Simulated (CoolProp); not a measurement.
Vapour-liquid equilibrium of ethane (1) + n-pentane (2) at -6.05 °C; x and y are mole fractions of (1).

Model: multi-fluid Helmholtz-energy mixture model, Bücker 2006 and Thol 2019; pair parameters Kunz 2012, in CoolProp.

Give the bubble pressure and the first vapour's composition at x = 0.05, 0.65, 0.8. Is there an azeotrope?

x = 0.05: 1.117 bar, y = 0.837; x = 0.65: 12.58 bar, y = 0.990; x = 0.8: 15.64 bar, y = 0.994. No azeotrope shows between x = 0.05 and 0.95.

The pair parameters rest on a limited set of measurements; away from them the model extrapolates.
